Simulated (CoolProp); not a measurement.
m-xylene along the isotherm 620 K: Z from the reference equation and from simpler models built on Tc = 616.9 K, pc = 3.535 MPa, ω = 0.326; each cubic takes its own stable root.

Model: reference Helmholtz-energy equation of state, Zhou 2012, in CoolProp.

```tsv
p (MPa)	phase	reference
0.884	gas	0.9049
1.77	gas	0.7946
2.65	gas	0.6575
3.53	gas	0.4239
4.42	supercritical	0.2111
5.3	supercritical	0.2362
6.19	supercritical	0.2645
7.07	supercritical	0.2933
7.95	supercritical	0.3221
8.84	supercritical	0.3511
```

Problem. How far does each simpler model (van der Waals, Redlich-Kwong, Soave-Redlich-Kwong, Peng-Robinson) lie from the reference over these 10 states: mean and median of the absolute difference, and the worst?

Solution. 
- van der Waals: mean 31.1 %, median 45.8 %, worst +49.8 % at 620 K and 4.42 MPa
- Redlich-Kwong: mean 14.0 %, median 18.1 %, worst +27.0 % at 620 K and 4.42 MPa
- Soave-Redlich-Kwong: mean 14.6 %, median 18.4 %, worst +28.1 % at 620 K and 4.42 MPa
- Peng-Robinson: mean 6.2 %, median 6.5 %, worst +16.2 % at 620 K and 4.42 MPa
